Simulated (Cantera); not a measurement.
Feed: 1 mol SO2, 0.25 mol H2, at 700 K and 0.300 bar.

These are equilibrium values from Cantera (NASA tables, ideal gas, pure condensed phases), not measurements of a reactor. Candidate condensed phases: H2O, H2SO4, S; 19 gas species. Gases not in the tables: S3 to S7. The numbers say what is thermodynamically allowed, not how fast it happens.

Base state: SO2 0.757, H2O 0.202, S2 0.0205, H2S 0.0128, S8 0.00542, S2O 0.00250, H2 1.21e-5 (mole fractions); condensed: gas only.

Q: What changes in the equilibrium state with this change: pressure from 0.300 bar to 0.130 bar?

A: 
```json
[
 {"species": "SO2", "before": "0.757", "after": "0.751"},
 {"species": "H2O", "before": "0.202", "after": "0.199"},
 {"species": "S2", "before": "0.0205", "after": "0.0312"},
 {"species": "H2S", "before": "0.0128", "after": "0.0140"},
 {"species": "S8", "before": "0.00542", "after": "0.00235"},
 {"species": "H2", "before": "1.21e-5", "after": "1.63e-5"}
]
```

Q: What changes in the equilibrium state with this change: pressure from 0.300 bar to 0.00133 bar?

A: 
```tsv
species	before	after
SO2	0.757	0.741
H2O	0.202	0.205
S2	0.0205	0.0471
H2S	0.0128	0.00628
S8	0.00542	1.32e-8
H2	1.21e-5	5.89e-5
S2O	0.00250	0.00119
```
